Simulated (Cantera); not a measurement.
Input (Python, Cantera) and output of one run.

```python
import numpy as np
import cantera as ct

gas_names = [...]  # 109 gases of nasa_gas.yaml made of C, Cl, H, Si
cond_names = """
    C(gr) C6H6(L) C7H8(L) C8H18(L),n-octa Si(cr) Si(L) SiC(b)
""".split()


# ... load() reads the species with a 1 bar reference pressure and builds the phases ...
atoms = {
    '(CH3)2SiCl2': {'C': 2, 'H': 6, 'Si': 1, 'CL': 2},
    'H2': {'H': 2},
    'Cl2': {'CL': 2},
}
top_T = {'C(gr)': 4500, 'SiC(b)': 3050}  # K; cautious upper limits of use, not melting points


# ... equilibrate(T, P, feed) seeds the gas with the atoms and calls Mixture.equilibrate('TP', solver="vcs", rtol=1e-11, max_steps=5000) ...
results = []
feed = {'(CH3)2SiCl2': 1, 'H2': 3.8, 'Cl2': 0.0012}  # mol
P = 5700  # Pa
for T in [1573, 1648, 1723, 1798, 1873, 1948, 2023, 2098, 2173, 2248, 2323]:
    mix = equilibrate(T, P, feed)
    results.append((T, P, feed, dict(zip(mix.species_names, mix.species_moles))))

top = {s: max(r[3][s] / sum(r[3][g] for g in gas_names) for r in results) for s in gas_names}
cols = sorted((s for s in top if top[s] > 1e-05), key=lambda s: -top[s])[:7]
seen = [c for c in cond_names if any(r[3].get(c, 0) > 1e-12 for r in results)]
print("log10 of partial pressures in bar; condensed amounts in mol")
print(f"{'T/K':>10s}" + "".join(f"{s[:9]:>10s}" for s in cols + seen))
for T, P, feed, n in results:
    ng = sum(n[g] for g in gas_names)
    print(f"{T:10.4g}" + "".join(f"{np.log10(max(n[s] / ng * P / 1e5, 1e-99)):10.3f}" for s in cols)
          + "".join(f"{n.get(c, 0):10.4g}" for c in seen))
```

It prints:

```
log10 of partial pressures in bar; condensed amounts in mol
       T/K        H2       HCL         H     SiCL2        CL C2H2,acet        Si     C(gr)    SiC(b)
      1573    -1.371    -1.846    -5.076    -3.811    -5.651    -6.056    -9.279     1.024    0.9756
      1648    -1.371    -1.849    -4.736    -3.686    -5.320    -5.720    -8.498      1.03    0.9692
      1723    -1.370    -1.853    -4.424    -3.574    -5.018    -5.414    -7.785     1.037    0.9614
      1798    -1.370    -1.857    -4.138    -3.475    -4.741    -5.133    -7.133     1.045    0.9523
      1873    -1.370    -1.863    -3.875    -3.387    -4.488    -4.876    -6.534     1.054     0.942
      1948    -1.370    -1.869    -3.632    -3.308    -4.256    -4.638    -5.981     1.063    0.9307
      2023    -1.371    -1.876    -3.407    -3.239    -4.042    -4.420    -5.469     1.071    0.9181
      2098    -1.372    -1.885    -3.198    -3.178    -3.844    -4.218    -4.995     1.079     0.904
      2173    -1.375    -1.896    -3.004    -3.125    -3.662    -4.031    -4.554     1.086     0.887
      2248    -1.379    -1.909    -2.824    -3.081    -3.494    -3.859    -4.143     1.094    0.8637
      2323    -1.387    -1.926    -2.656    -3.045    -3.339    -3.702    -3.758     1.107    0.8265
```

Cantera equilibrium calculation (NASA polynomials, part measured and part estimated; ideal gas, pure solids and liquids). The feed counts by its element totals alone. The tables' values for SiCl, SiCl3 are old estimates; treat these amounts as uncertain. Gases not in the tables: Si2H6 and higher silanes.
